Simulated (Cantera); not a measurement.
Feed: 1 mol CH3SiH3, 0.14 mol CH4, 120 mol H2, 0.00065 mol NH3, at 0.0100 bar.

Method: chemical equilibrium by Gibbs-energy minimisation in Cantera with the NASA 1993 tables (ideal gas, pure condensed phases). Candidate condensed phases: C, C6H6, C7H8, C8H18, Si, SiC, Si3N4; 105 gas species. The feed counts by its element totals alone. Gases not in the tables: Si2H6 and higher silanes. The numbers say what is thermodynamically allowed, not how fast it happens.

x: gas mole fraction; n: condensed amount in mol.

| T (K) | x H2 | x H | x Si | x C2H2 (acetylene) | x SiC2 | n C(graphite) | n SiC(s) |
|---|---|---|---|---|---|---|---|
| 1875 | 0.993 | 0.00653 | 3.03e-5 | 0.000315 | 6.72e-7 | 0.0650 | 0.995 |
| 1900 | 0.992 | ? | ? | ? | ? | ? | 0.993 |
| 1925 | 0.990 | 0.00951 | 7.15e-5 | 0.000453 | 2.06e-6 | 0.0361 | 0.989 |
| 1950 | 0.988 | 0.0114 | 0.000108 | 0.000540 | 3.52e-6 | 0.0194 | 0.984 |
| 1975 | 0.986 | 0.0136 | 0.000161 | 0.000640 | 5.94e-6 | 0.00143 | 0.976 |
| 2000 | 0.983 | 0.0161 | 0.000249 | 0.000692 | 9.46e-6 | 0 | 0.963 |
| 2025 | 0.980 | 0.0191 | 0.000378 | 0.000760 | 1.50e-5 | 0 | 0.944 |
| 2050 | 0.976 | 0.0224 | 0.000559 | 0.000854 | 2.39e-5 | 0 | 0.917 |
| 2075 | 0.972 | 0.0263 | 0.000808 | 0.000983 | 3.82e-5 | 0 | 0.879 |
| 2100 | 0.967 | ? | ? | ? | ? | 0 | 0.827 |
| 2125 | 0.961 | 0.0356 | 0.00159 | 0.00138 | 9.73e-5 | 0 | 0.757 |
| 2150 | 0.955 | 0.0412 | 0.00217 | 0.00167 | 0.000155 | 0 | 0.663 |

Q: Some entries are withheld; supply them.

A: 
- 1900, x H: 0.00790
- 1900, x Si: 4.68e-5
- 1900, x C2H2 (acetylene): 0.000379
- 1900, x SiC2: 1.18e-6
- 1900, n C(graphite): 0.0513
- 2100, x H: 0.0306
- 2100, x Si: 0.00114
- 2100, x C2H2 (acetylene): 0.00116
- 2100, x SiC2: 6.10e-5
